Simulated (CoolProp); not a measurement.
Properties of hexamethyldisiloxane (MM) along the isotherm 592.8 K (Tc = 518.7 K, pc = 1.931 MPa, ω = 0.418).

Computed with CoolProp (reference Helmholtz-energy equation of state, Thol 2016).

```tsv
p (MPa)	phase	density (kg/m³)	Joule-Thomson coefficient (K/MPa)	isothermal compressibility (1/MPa)
0.0611	gas	2.027	5.936	16.48
0.103	gas	3.434	?	9.826
0.174	gas	5.850	6.039	5.866
0.294	gas	?	6.152	3.523
0.495	gas	17.31	6.347	2.147
0.836	gas	30.58	6.691	1.332
1.41	gas	55.99	?	0.8596
2.38	supercritical	?	8.218	0.5938
4.02	supercritical	247.4	?	0.3708
6.78	supercritical	393.6	1.618	0.06875
11.4	supercritical	468.9	0.3708	0.02260
19.3	supercritical	?	-0.04804	0.01019
```

### Question
Complete the blanks.

### Answer

- 0.103, Joule-Thomson coefficient (K/MPa): 5.974
- 0.294, density (kg/m³): 10.03
- 1.41, Joule-Thomson coefficient (K/MPa): 7.289
- 2.38, density (kg/m³): 110.6
- 4.02, Joule-Thomson coefficient (K/MPa): 7.024
- 19.3, density (kg/m³): 527.1
